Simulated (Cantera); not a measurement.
A closed system holds: 1 mol Si2H6, a varied amount of NO, 5.5 mol N2, equilibrated at 873.15 K and 0.133 bar.

Cantera equilibrium calculation (NASA polynomials, part measured and part estimated; ideal gas, pure solids and liquids). Candidate condensed phases: H2O, Si, SiO2, Si2N2O, Si3N4; 35 gas species. The feed counts by its element totals alone. The numbers say what is thermodynamically allowed, not how fast it happens.

Problem. Which condensed phases are stable at each of these points (n(NO) (mol)): 2.6, 3.6, 5, 6.8, 9.5, 13, 18, 25?

Solution. 
| n(NO) (mol) | condensed phases | Si condensed (%) |
|---|---|---|
| 2.6 | SiO2(β-quartz) + Si2N2O(s) | 100.0 |
| 3.6 | SiO2(β-quartz) + Si2N2O(s) | 100.0 |
| 5 | SiO2(β-quartz) | 100.0 |
| 6.8 | SiO2(β-quartz) | 100.0 |
| 9.5 | SiO2(β-quartz) | 100.0 |
| 13 | SiO2(β-quartz) | 100.0 |
| 18 | SiO2(β-quartz) | 100.0 |
| 25 | SiO2(β-quartz) | 100.0 |

From 2.6 mol NO to 3.6 mol NO the condensed part is SiO2(β-quartz) + Si2N2O(s). From 5 mol NO to 25 mol NO the condensed part is SiO2(β-quartz).
